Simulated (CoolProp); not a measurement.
CH2F2 (R32) along the isobar 12400 kPa: fugacity coefficient from the reference equation and from simpler models built on Tc = 351.3 K, pc = 5783 kPa, ω = 0.277; each cubic takes its own stable root.

The numbers come from the reference Helmholtz-energy equation of state, Tillner-Roth 1997 in CoolProp.

```csv
T (K),phase,reference
349.7,liquid,0.3398
357.4,supercritical,0.3756
365.2,supercritical,0.4123
372.9,supercritical,0.4483
380.7,supercritical,0.4841
388.4,supercritical,0.5179
396.2,supercritical,0.5501
404,supercritical,0.5799
411.7,supercritical,0.6069
419.5,supercritical,0.6321
427.2,supercritical,0.6550
435,supercritical,0.6765
```

Question: How far does each simpler model (van der Waals, Redlich-Kwong) lie from the reference over these 12 states: mean and median of the absolute difference, and the worst?

Answer: 
- van der Waals: mean 7.1 %, median 3.4 %, worst +23.6 % at 349.7 K and 12400 kPa
- Redlich-Kwong: mean 4.0 %, median 2.2 %, worst +12.4 % at 349.7 K and 12400 kPa
